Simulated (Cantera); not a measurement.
Cantera run:

```python
import numpy as np
import cantera as ct

gas_names = [...]  # 113 gases of nasa_gas.yaml made of C, H, O, Ti
cond_names = """
    C(gr) C6H6(L) C7H8(L) C8H18(L),n-octa H2O(s) H2O(L) Ti(a) Ti(b) Ti(L) TiC(s) TiC(L) TiO(a) TiO(b)
    TiO(L) TiO2(ru) TiO2(L) Ti2O3(a) Ti2O3(b) Ti2O3(L) Ti3O5(a) Ti3O5(b) Ti3O5(L) Ti4O7(s) Ti4O7(L)
""".split()


# ... load() reads the species with a 1 bar reference pressure and builds the phases ...
atoms = {
    'Ti': {'Ti': 1},
    'H2O': {'H': 2, 'O': 1},
    'CO': {'C': 1, 'O': 1},
}
top_T = {'C(gr)': 4500}  # K; cautious upper limits of use, not melting points


# ... equilibrate(T, P, feed) seeds the gas with the atoms and calls Mixture.equilibrate('TP', solver="vcs", rtol=1e-11, max_steps=5000) ...
results = []
feed = {'Ti': 1, 'H2O': 0.087, 'CO': 3.3}  # mol
P = 680000  # Pa
for T in [1223, 1298, 1373, 1448, 1523, 1598, 1673, 1748, 1823, 1898, 1973, 2048]:
    mix = equilibrate(T, P, feed)
    results.append((T, P, feed, dict(zip(mix.species_names, mix.species_moles))))
    x = sorted(zip(gas.X, gas.species_names), reverse=True)
    print(f"T = {T:g} K  P = {P:g} Pa  gas = {mix.phase_moles(0):.4g} mol")
    print("   x: " + "  ".join(f"{s} {v:.3e}" for v, s in x if v > 0.0001))
    print("   condensed (mol): " + ("  ".join(f"{mix.phase(i).name} {mix.phase_moles(i):.4g}"
          for i in range(1, mix.n_phases) if mix.phase_moles(i) > 1e-12) or "none"))
```

Result:

```
T = 1223 K  P = 680000 Pa  gas = 1.368 mol
   x: CO 8.665e-01  CO2 7.023e-02  H2 5.633e-02  H2O 6.669e-03  CH4 2.875e-04
   condensed (mol): C(gr) 2.018  TiO2(ru) 1
T = 1298 K  P = 680000 Pa  gas = 1.427 mol
   x: CO 9.094e-01  H2 5.733e-02  CO2 2.979e-02  H2O 3.295e-03  CH4 1.781e-04
   condensed (mol): C(gr) 1.96  TiO2(ru) 1
T = 1373 K  P = 680000 Pa  gas = 1.452 mol
   x: CO 9.269e-01  H2 5.797e-02  CO2 1.328e-02  H2O 1.711e-03  CH4 1.151e-04
   condensed (mol): C(gr) 1.935  TiO2(ru) 1
T = 1448 K  P = 680000 Pa  gas = 1.463 mol
   x: CO 9.343e-01  H2 5.836e-02  CO2 6.345e-03  H2O 9.395e-04
   condensed (mol): C(gr) 1.924  TiO2(ru) 1
T = 1523 K  P = 680000 Pa  gas = 1.717 mol
   x: CO 9.461e-01  H2 5.011e-02  CO2 3.308e-03  H2O 4.702e-04
   condensed (mol): C(gr) 1.669  Ti4O7(s) 0.25
T = 1598 K  P = 680000 Pa  gas = 1.804 mol
   x: CO 9.500e-01  H2 4.791e-02  CO2 1.813e-03  H2O 2.739e-04
   condensed (mol): C(gr) 1.583  Ti3O5(b) 0.3333
T = 1673 K  P = 680000 Pa  gas = 1.805 mol
   x: CO 9.508e-01  H2 4.798e-02  CO2 1.045e-03  H2O 1.744e-04
   condensed (mol): C(gr) 1.582  Ti3O5(b) 0.3333
T = 1748 K  P = 680000 Pa  gas = 1.806 mol
   x: CO 9.512e-01  H2 4.801e-02  CO2 6.335e-04  H2O 1.155e-04
   condensed (mol): C(gr) 1.581  Ti3O5(b) 0.3333
T = 1823 K  P = 680000 Pa  gas = 2.794 mol
   x: CO 9.683e-01  H2 3.105e-02  CO2 5.179e-04
   condensed (mol): TiC(s) 0.593  Ti3O5(b) 0.1357
T = 1898 K  P = 680000 Pa  gas = 2.821 mol
   x: CO 9.686e-01  H2 3.074e-02  CO2 5.093e-04
   condensed (mol): TiC(s) 0.5658  Ti2O3(b) 0.2171
T = 1973 K  P = 680000 Pa  gas = 2.821 mol
   x: CO 9.686e-01  H2 3.072e-02  CO2 4.966e-04
   condensed (mol): TiC(s) 0.5658  Ti2O3(b) 0.2171
T = 2048 K  P = 680000 Pa  gas = 2.821 mol
   x: CO 9.686e-01  H2 3.068e-02  CO2 4.853e-04  H 1.504e-04
   condensed (mol): TiC(s) 0.5658  Ti2O3(b) 0.2171
```

These are equilibrium values from Cantera (NASA tables, ideal gas, pure condensed phases), not measurements of a reactor. Mutual solubility and eutectic melting of coexisting phases are not modelled. TiC: taken at fixed stoichiometry. Condensed phases not in the tables: Magnéli phases beyond Ti4O7. Gases not in the tables: TiO(OH)2.
